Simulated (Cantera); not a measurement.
An isothermal, constant-pressure homogeneous reactor starts with NO : N2 = 1 : 0.14 (molar parts), at 1875 K and 100.0 Torr. Integrator tolerance rtol = 1e-08.

Cantera simulation using GRI-Mech 3.0 (53 species, 325 reactions); the numbers are that mechanism's predictions, not measurements.

What does this change do: N2 0.14 to 0.76 parts?


```
quantity                                             before                                      after
----------------  -----------------------------------------  -----------------------------------------
x(NO) at 10.0 s       0.284 (gas-phase equilibrium 0.00646)      0.245 (gas-phase equilibrium 0.00586)
x(NO2) at 10.0 s   0.000265 (gas-phase equilibrium 7.31e-6)   0.000169 (gas-phase equilibrium 5.34e-6)
x(N2O) at 10.0 s    2.69e-5 (gas-phase equilibrium 1.13e-7)    2.13e-5 (gas-phase equilibrium 1.16e-7)
x(O2) at 10.0 s         0.296 (gas-phase equilibrium 0.435)        0.161 (gas-phase equilibrium 0.281)
x(O) at 10.0 s    0.000366 (gas-phase equilibrium 0.000437)  0.000272 (gas-phase equilibrium 0.000351)
x(N2) at 10.0 s         0.419 (gas-phase equilibrium 0.558)        0.593 (gas-phase equilibrium 0.713)
```

What does this change do: temperature 1875 to 1950 K?


| quantity | before | after |
|---|---|---|
| x(NO) at 10.0 s | 0.284 (gas-phase equilibrium 0.00646) | 0.0890 (gas-phase equilibrium 0.00807) |
| x(NO2) at 10.0 s | 0.000265 (gas-phase equilibrium 7.31e-6) | 8.34e-5 (gas-phase equilibrium 7.95e-6) |
| x(N2O) at 10.0 s | 2.69e-5 (gas-phase equilibrium 1.13e-7) | 2.62e-6 (gas-phase equilibrium 1.40e-7) |
| x(O2) at 10.0 s | 0.296 (gas-phase equilibrium 0.435) | 0.393 (gas-phase equilibrium 0.434) |
| x(O) at 10.0 s | 0.000366 (gas-phase equilibrium 0.000437) | 0.000783 (gas-phase equilibrium 0.000819) |
| x(N2) at 10.0 s | 0.419 (gas-phase equilibrium 0.558) | 0.517 (gas-phase equilibrium 0.557) |
